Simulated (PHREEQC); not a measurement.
## Acid mine or pickling water: speciation

Synthetic water in mg/kgw, 25 °C, pH 3.94, pe 8.2:

```
constituent  mg/kgw
-----------  ------
Na              832
K               616
Ca              150
Mg             51.2
Cl              378
S(6) as SO4    2520
Fe(3)           6.8
Cu(2)          3.42
```

Na is adjusted to close the charge balance.
Valence states are taken as typed.

All values are PHREEQC results (ion-association model, phreeqc.dat), not measurements.

Precipitation was switched off in this run.

**Question.** What ionic strength, specific conductance, density does the model give?

**Answer.** ionic strength 0.0807 mol/kgw; specific conductance 5870 µS/cm; density 1.001 g/cm³.

**Question.** In which forms is Na present?

**Answer.** Na+ 96 %, NaSO4- 4.1 % of the Na.

Saturation is exceeded, for instance for Jarosite-K, Fe(OH)3(a); the values hold only as long as no solid forms. Complexes and solids missing from the database can't appear.
